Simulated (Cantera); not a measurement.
Silicon etching in halogen gases: Si + HCl + N2

Feed: 1 mol Si, 12 mol HCl, 5.5 mol N2, equilibrated at 133 Pa.

Cantera equilibrium calculation (NASA polynomials, part measured and part estimated; ideal gas, pure solids and liquids). Candidate condensed phases: NH4Cl, Si, Si3N4; 28 gas species. The tables' values for SiCl3 are old estimates; treat these amounts as uncertain. Equilibrium is a limit: real reactors are often held back by kinetics, nucleation or transport.

```csv
T (K),log p HCl,log p N2,log p H2,log p SiCl4,log p SiCl2,log p SiCl3
500,-3.19,-3.35,-3.79,-4.09,<-14,<-14
600,-3.19,-3.35,-3.79,-4.09,<-14,-12.86
700,-3.19,-3.35,-3.79,-4.09,-14.69,-10.65
800,-3.19,-3.35,-3.79,-4.09,-11.87,-9.00
900,-3.19,-3.35,-3.79,-4.09,-9.68,-7.73
1000,-3.19,-3.35,-3.79,-4.09,-7.95,-6.71
1100,-3.19,-3.35,-3.80,-4.10,-6.55,-5.90
1200,-3.18,-3.35,-3.81,-4.15,-5.45,-5.27
1300,-3.16,-3.36,-3.87,-4.32,-4.73,-4.91
1400,-3.14,-3.37,-3.97,-4.67,-4.38,-4.84
```
log p: log10 of the partial pressure in bar; nothing condenses.

From 500 K to 1400 K nothing is condensed. The main Si-bearing gas is SiCl4 at 500 K and SiCl2 at 1400 K.
